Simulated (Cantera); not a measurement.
Feed: 1 mol SiCl₄, 0.24 mol CH₄, 6.2 mol H₂, 0.098 mol C₂H₂, held at 0.160 bar.

Method: chemical equilibrium by Gibbs-energy minimisation in Cantera with the NASA 1993 tables (ideal gas, pure condensed phases). Candidate condensed phases: C, C₆H₆, C₇H₈, C₈H₁₈, Si, SiC; 109 gas species. The tables' values for SiCl₃, SiCl are old estimates; treat these amounts as uncertain. Equilibrium is a limit: real reactors are often held back by kinetics, nucleation or transport.

x: gas mole fraction; n: condensed amount in mol.

```
T (K)   x H₂  x HCl   x SiCl₄   x SiCl₂  x SiCl₃  x SiHCl₃       x H  n SiC(s)
-----  -----  -----  --------  --------  -------  --------  --------  --------
1173   0.713  0.217    0.0626  0.000423  0.00164   0.00480   2.49e-7     0.429
1273   0.702  0.229    0.0531   0.00340  0.00525   0.00650   1.49e-6     0.435
1373   0.679    [?]       [?]       [?]   0.0105   0.00619       [?]     0.436
1473   0.651  0.283       [?]       [?]   0.0129       [?]       [?]     0.436
1573   0.630  0.305   0.00709    0.0451   0.0110   0.00194   8.07e-5     0.436
1673   0.619  0.316   0.00244    0.0534  0.00791  0.000860  0.000224     0.436
1773   0.614  0.321  0.000853    0.0578  0.00539  0.000383  0.000557     0.436
1873   0.611  0.323  0.000319    0.0601  0.00368  0.000180   0.00126     0.436
1973   0.609  0.323  0.000129    0.0613  0.00257   8.99e-5   0.00263     0.435
```

### Question
What belongs in the gaps?

### Answer

- 1373, x HCl: 0.253
- 1373, x SiCl₄: 0.0365
- 1373, x SiCl₂: 0.0140
- 1373, x H: 6.86e-6
- 1473, x SiCl₄: 0.0184
- 1473, x SiCl₂: 0.0308
- 1473, x SiHCl₃: 0.00396
- 1473, x H: 2.55e-5
